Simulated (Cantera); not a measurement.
# n-butane + H2 (carbon deposition, reforming and gasification)

Feed: 1 mol n-butane, 45 mol H2, equilibrated at 1825 °C.

Method: chemical equilibrium by Gibbs-energy minimisation in Cantera with the NASA 1993 tables (ideal gas, pure condensed phases). Candidate condensed phases: C, C6H6, C7H8, C8H18; 76 gas species. The ideal-gas law is rough above about 30 bar. Rates play no part.

| P (Pa) | x H2 | x H | x CH4 | x C2H2 (acetylene) | x C2H4 | x CH3 | x C2H6 | x C2H | n C(graphite) |
|---|---|---|---|---|---|---|---|---|---|
| 10 | 0.735 | 0.264 | 1.79e-8 | 0.00105 | 3.08e-10 | 1.25e-7 | <1e-12 | 9.70e-6 | 3.88 |
| 46 | 0.865 | 0.134 | 1.14e-7 | 0.00124 | 1.96e-9 | 3.44e-7 | <1e-12 | 4.91e-6 | 3.87 |
| 220 | 0.935 | 0.0635 | 6.38e-7 | 0.00134 | 1.10e-8 | 8.44e-7 | <1e-12 | 2.33e-6 | 3.86 |
| 1000 | 0.968 | 0.0303 | 3.11e-6 | 0.00138 | 5.35e-8 | 1.90e-6 | <1e-12 | 1.11e-6 | 3.86 |
| 4600 | 0.984 | 0.0142 | 1.48e-5 | 0.00141 | 2.54e-7 | 4.17e-6 | 3.95e-12 | 5.23e-7 | 3.86 |
| 22000 | 0.992 | 0.00654 | 7.17e-5 | 0.00142 | 1.24e-6 | 9.22e-6 | 9.25e-11 | 2.40e-7 | 3.85 |
| 100000 | 0.995 | 0.00307 | 0.000328 | 0.00142 | 5.65e-6 | 1.98e-5 | 1.93e-9 | 1.13e-7 | 3.84 |
| 460000 | 0.996 | 0.00143 | 0.00151 | 0.00142 | 2.60e-5 | 4.24e-5 | 4.09e-8 | 5.26e-8 | 3.78 |
| 2200000 | 0.991 | 0.000654 | 0.00715 | 0.00142 | 0.000123 | 9.20e-5 | 9.21e-7 | 2.40e-8 | 3.49 |
| 10000000 | 0.967 | 0.000303 | 0.0310 | 0.00138 | 0.000533 | 0.000189 | 1.77e-5 | 1.11e-8 | 2.30 |
x: gas mole fraction; n: condensed amount in mol.

From 10.0 Pa to 1.00e7 Pa the condensed part is C(graphite). The main C-bearing gas is C2H2 (acetylene) at 10.0 Pa and CH4 at 1.00e7 Pa. The share of C in condensed phases is highest at 10.0 Pa (96.9 %) and lowest at 1.00e7 Pa (57.5 %).
